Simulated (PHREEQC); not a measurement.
Dissolve 0.18 mol/kgw MgCl2 and 3.4e-05 mol/kgw CO2 at 47 °C. Closed to the air; pH follows from the charge balance.

Model: ion-association model, phreeqc.dat, run in PHREEQC.

Task: The ionic strength comes out as 0.540 mol/kgw. What activity coefficients do Cl-, H+, MgHCO3+, Mg+2, HCO3- get?

Result: Cl- 0.63, H+ 0.76, MgHCO3+ 0.63, Mg+2 0.28, HCO3- 0.68.

This is a speciation only: nothing precipitates in the calculation. Constants without temperature data keep their 25 °C values here.
